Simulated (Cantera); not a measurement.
Feed: 1 mol SiC, 0.47 mol C, 6.8 mol H2, at 2500 K and 4.60 bar.

Method: chemical equilibrium by Gibbs-energy minimisation in Cantera with the NASA 1993 tables (ideal gas, pure condensed phases). Candidate condensed phases: C, C6H6, C7H8, C8H18, Si, SiC; 87 gas species. Gases not in the tables: Si2H6 and higher silanes. Kinetics and transport are ignored.

Base state: H2 0.976, H 0.0116, C2H2 (acetylene) 0.0106, CH4 0.000658, Si 0.000247, SiH2 0.000239, CH3 0.000140, SiH 0.000138 (mole fractions); condensed: C(graphite) + SiC(s).

What changes in the equilibrium state with this change: temperature from 2500 K to 2250 K?


```tsv
species	before	after
H2	0.976	0.992
H	0.0116	0.00345
C2H2 (acetylene)	0.0106	0.00332
SiH2	0.000239	4.63e-5
SiC2	6.41e-5	1.86e-6
Si2C	3.54e-5	1.11e-6
C(graphite), mol	0.322	0.417
SiC(s), mol	0.995	0.999
```

What changes in the equilibrium state with this change: pressure from 4.60 bar to 1.00 bar?


| species | before | after |
|---|---|---|
| H2 | 0.976 | 0.962 |
| H | 0.0116 | 0.0247 |
| C2H2 (acetylene) | 0.0106 | 0.0104 |
| Si | 0.000247 | 0.00114 |
| CH4 | 0.000658 | 0.000139 |
| C2H4 | 3.45e-5 | 7.28e-6 |
| Si2C | 3.54e-5 | 0.000163 |
| SiC2 | 6.41e-5 | 0.000295 |
| CH3 | 0.000140 | 6.41e-5 |
| C(graphite), mol | 0.322 | 0.334 |
| SiC(s), mol | 0.995 | 0.984 |
